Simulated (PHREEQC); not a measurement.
# Nickel, zinc or cadmium bath (model solution)

A solution holds 66 mmol/kgw ZnSO4, 41 mmol/kgw NaCl and 9.5 mmol/kgw H2SO4, at 40 °C. Closed to the air; pH follows from the charge balance.

Equilibrium calculation in PHREEQC: ion-association model, wateq4f.dat.

Precipitation was switched off in this run.

Problem. Estimate the pH.

Solution. pH 2.18.

Problem. In which forms is Cl present?

Solution. Cl- 94 %, ZnCl+ 5.3 % of the Cl.

Constants without temperature data keep their 25 °C values here.
